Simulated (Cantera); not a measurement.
Cantera run:

```python
import numpy as np
import cantera as ct

gas_names = """
    Hg N NO NO2 NO3 N2 N2O O O2 O3
""".split()
cond_names = """
    Hg(cr) Hg(L) HgO(s)
""".split()


# ... load() reads the species with a 1 bar reference pressure and builds the phases ...
atoms = {
    'Hg': {'Hg': 1},
    'O2': {'O': 2},
    'N2': {'N': 2},
}
top_T = {}  # K; cautious upper limits of use, not melting points


# ... equilibrate(T, P, feed) seeds the gas with the atoms and calls Mixture.equilibrate('TP', solver="vcs", rtol=1e-11, max_steps=5000) ...
results = []
feed = {'Hg': 1, 'O2': 0.31, 'N2': 4.7}  # mol
P = 1000  # Pa
for T in [500, 575, 650, 725, 800, 875, 950, 1025, 1100, 1175, 1250, 1325, 1400, 1475]:
    mix = equilibrate(T, P, feed)
    results.append((T, P, feed, dict(zip(mix.species_names, mix.species_moles))))

top = {s: max(r[3][s] / sum(r[3][g] for g in gas_names) for r in results) for s in gas_names}
cols = sorted((s for s in top if top[s] > 1e-06), key=lambda s: -top[s])[:5]
seen = [c for c in cond_names if any(r[3].get(c, 0) > 1e-12 for r in results)]
print("log10 of partial pressures in bar; condensed amounts in mol")
print(f"{'T/K':>10s}" + "".join(f"{s[:9]:>10s}" for s in cols + seen))
for T, P, feed, n in results:
    ng = sum(n[g] for g in gas_names)
    print(f"{T:10.4g}" + "".join(f"{np.log10(max(n[s] / ng * P / 1e5, 1e-99)):10.3f}" for s in cols)
          + "".join(f"{n.get(c, 0):10.4g}" for c in seen))
```

Result:

```
log10 of partial pressures in bar; condensed amounts in mol
       T/K        N2        Hg        O2        NO         O    HgO(s)
       500    -2.043    -3.059    -4.152   -11.984   -25.012    0.5468
       575    -2.107    -2.779    -3.288   -10.339   -21.164         0
       650    -2.107    -2.779    -3.288    -9.381   -18.532         0
       725    -2.107    -2.779    -3.288    -8.622   -16.442         0
       800    -2.107    -2.779    -3.288    -8.005   -14.742         0
       875    -2.107    -2.779    -3.288    -7.493   -13.331         0
       950    -2.107    -2.779    -3.288    -7.063   -12.142         0
      1025    -2.107    -2.779    -3.288    -6.695   -11.125         0
      1100    -2.107    -2.779    -3.288    -6.377   -10.247         0
      1175    -2.107    -2.779    -3.288    -6.100    -9.480         0
      1250    -2.107    -2.779    -3.288    -5.856    -8.804         0
      1325    -2.107    -2.779    -3.288    -5.640    -8.204         0
      1400    -2.107    -2.779    -3.289    -5.447    -7.668         0
      1475    -2.107    -2.779    -3.290    -5.274    -7.187         0
```

These are equilibrium values from Cantera (NASA tables, ideal gas, pure condensed phases), not measurements of a reactor.
